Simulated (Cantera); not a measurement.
**Stirred combustor or abatement burner**

A perfectly stirred reactor is fed with CH4 : O2 : N2 = 1 : 3.28 : 20 (molar parts), equivalence ratio 0.61, at 101000 Pa; it is adiabatic with a 748 K inlet, and is followed from long to short residence time, starting on the burning branch (τ in s: 0.41, 0.14, 0.05, 0.018, 0.0062, 0.0022, 0.00076, 0.00027, 9.3e-05).

Model: GRI-Mech 3.0 (53 species, 325 reactions), integrated in Cantera.

```csv
τ (s),T (K),x CH4,x O2,x CH2CO,x H,x H2O,x NO
0.41,1674,4.98e-6,0.0526,3.62e-10,4.62e-6,0.0821,8.81e-6
0.14,1672,9.89e-6,0.0527,1.04e-9,1.26e-5,0.0819,8.14e-6
0.050,1667,1.89e-5,0.0527,2.63e-9,3.36e-5,0.0817,7.34e-6
0.018,1659,3.61e-5,0.0529,6.22e-9,8.76e-5,0.0812,6.36e-6
0.0062,1644,7.15e-5,0.0533,1.49e-8,0.000228,0.0806,5.64e-6
0.0022,1618,0.000146,0.0543,3.70e-8,0.000532,0.0795,5.25e-6
0.00076,1570,0.000346,0.0566,1.19e-7,0.00106,0.0777,4.30e-6
0.00027,1469,0.00145,0.0643,1.19e-6,0.00121,0.0737,1.53e-6
9.3e-5,748,0.0412,0.135,<1e-12,<1e-12,<1e-12,<1e-12
```
x: mole fraction; the columns are a selection and need not sum to one.
